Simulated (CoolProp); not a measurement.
A single-stage vapour-compression cycle with R134a: evaporating at 269.15 K (dew point), condensing at 338.15 K (bubble point), superheat 5 K, subcooling 0 K, compressor efficiency 0.75, no pressure losses. Each further row changes one setting.

Values from CoolProp's reference Helmholtz-energy equation of state, Tillner-Roth 1994.

| case | cooling COP | pressure ratio | discharge temperature (K) | refrigerating effect (kJ/kg) | volumetric capacity (kJ/m³) |
|---|---|---|---|---|---|
| as stated | 1.83 | 7.48 | 361.4 | 105 | 1280 |
| evaporating temperature 274.15 K | (withheld) | 6.23 | 359.5 | (withheld) | 1570 |
| condensing temperature 333.15 K | (withheld) | 6.66 | (withheld) | 113 | 1380 |
| subcooling 5 K | (withheld) | 7.48 | 361.4 | 113 | 1380 |
| superheat 15 K | (withheld) | 7.48 | 371.4 | 114 | (withheld) |
| compressor efficiency 0.65 | 1.58 | 7.48 | (withheld) | 105 | 1280 |

Problem. Fill in the missing entries.

Solution. 
- evaporating temperature 274.15 K, cooling COP: 2.07
- evaporating temperature 274.15 K, refrigerating effect (kJ/kg): 108
- condensing temperature 333.15 K, cooling COP: 2.09
- condensing temperature 333.15 K, discharge temperature (K): 355.7
- subcooling 5 K, cooling COP: 1.97
- superheat 15 K, cooling COP: 1.88
- superheat 15 K, volumetric capacity (kJ/m³): 1320
- compressor efficiency 0.65, discharge temperature (K): 368.8
